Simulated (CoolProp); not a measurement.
Vapour-liquid equilibrium of R13 (1) + propylene (2) at 254.6 K; x and y are mole fractions of (1).

Values from CoolProp's multi-fluid Helmholtz-energy mixture model, Platzer 1990 and Lemmon 2013; pair parameters Bell 2016. This equation is an older, rougher fit; its heat capacities, sound speeds and derivatives of the liquid may be far off and weren't checked against measurements.

Q: Give the bubble pressure and the first vapour's composition at x = 0.05, 0.25, 0.45. Is there an azeotrope?

A: x = 0.05: 0.3997 MPa, y = 0.218; x = 0.25: 0.6478 MPa, y = 0.579; x = 0.45: 0.8253 MPa, y = 0.723. No azeotrope shows between x = 0.05 and 0.95.

The pair parameters rest on a limited set of measurements; away from them the model extrapolates.
